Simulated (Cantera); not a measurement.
An adiabatic, constant-pressure homogeneous reactor starts with CH4 : O2 : N2 = 1 : 1.11 : 10.6 (molar parts), at 1350 K and 1.80 bar. Integrator tolerance rtol = 1e-08.

Computed with Cantera and GRI-Mech 3.0 (53 species, 325 reactions).

What does this change do: initial temperature 1350 to 1275 K?


| quantity | before | after |
|---|---|---|
| time of steepest temperature rise | 14.1 ms | 36.4 ms |
| temperature at 0.200 s | 2020 K | 1950 K |
| equilibrium temperature | 2020 K | 1950 K |
| x(CH4) at 0.200 s | 3.78e-11 (gas-phase equilibrium 3.89e-11) | 1.45e-8 (gas-phase equilibrium 6.40e-11) |
| x(O2) at 0.200 s | 7.26e-8 (gas-phase equilibrium 7.28e-8) | 2.39e-8 (gas-phase equilibrium 2.40e-8) |
| x(OH) at 0.200 s | 4.13e-5 (gas-phase equilibrium 4.13e-5) | 2.20e-5 (gas-phase equilibrium 2.20e-5) |
| x(C2H6) at 0.200 s | <1e-12 (gas-phase equilibrium <1e-12) | <1e-12 (gas-phase equilibrium <1e-12) |
| x(CH2CO) at 0.200 s | <1e-12 (gas-phase equilibrium <1e-12) | 8.85e-12 (gas-phase equilibrium <1e-12) |

What does this change do: O2 1.11 to 2.7 parts?


| quantity | before | after |
|---|---|---|
| time of steepest temperature rise | 14.1 ms | 3.54 ms |
| temperature at 0.200 s | 2020 K | 2562 K |
| equilibrium temperature | 2020 K | 2562 K |
| x(CH4) at 0.200 s | 3.78e-11 (gas-phase equilibrium 3.89e-11) | <1e-12 (gas-phase equilibrium <1e-12) |
| x(O2) at 0.200 s | 7.26e-8 (gas-phase equilibrium 7.28e-8) | 0.0455 (gas-phase equilibrium 0.0455) |
| x(OH) at 0.200 s | 4.13e-5 (gas-phase equilibrium 4.13e-5) | 0.0117 (gas-phase equilibrium 0.0117) |
| x(C2H6) at 0.200 s | <1e-12 (gas-phase equilibrium <1e-12) | <1e-12 (gas-phase equilibrium <1e-12) |
| x(CH2CO) at 0.200 s | <1e-12 (gas-phase equilibrium <1e-12) | <1e-12 (gas-phase equilibrium <1e-12) |
